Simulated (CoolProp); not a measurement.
Vapour-liquid equilibrium of n-octane (1) + o-xylene (2) at 94.2 kPa; x and y are mole fractions of (1).

Values from CoolProp's multi-fluid Helmholtz-energy mixture model, Beckmüller 2019 and Zhou 2012; pair parameters Bell 2016.

| x | bubble temperature, mixture model (°C) | bubble temperature, Raoult's law (°C) | y, mixture model | y, Raoult's law |
|---|---|---|---|---|
| 0.05 | 140.2 | 140.5 | … | 0.080 |
| 0.15 | 137.6 | 138.2 | 0.232 | 0.226 |
| 0.25 | 135.3 | 136.1 | 0.360 | 0.356 |
| 0.35 | 133.2 | 134.0 | 0.472 | 0.473 |
| 0.45 | 131.3 | 132.1 | 0.573 | 0.577 |
| 0.55 | 129.6 | 130.3 | … | 0.672 |
| 0.65 | 128.0 | 128.5 | 0.747 | 0.757 |
| 0.75 | 126.5 | 126.9 | … | 0.835 |
| 0.85 | … | 125.3 | 0.898 | 0.905 |
| 0.95 | 123.7 | 123.8 | 0.967 | 0.970 |

### Question
What belongs in the gaps?

### Answer

- 0.05, y, mixture model: 0.084
- 0.55, y, mixture model: 0.664
- 0.75, y, mixture model: 0.825
- 0.85, bubble temperature, mixture model (°C): 125.0

The largest gap from Raoult's law is -0.8 K in bubble temperature, at x = 0.35. No azeotrope shows between x = 0.05 and 0.95.

Pair parameters are fitted to limited data, so mixtures are less certain than the pure fluids.
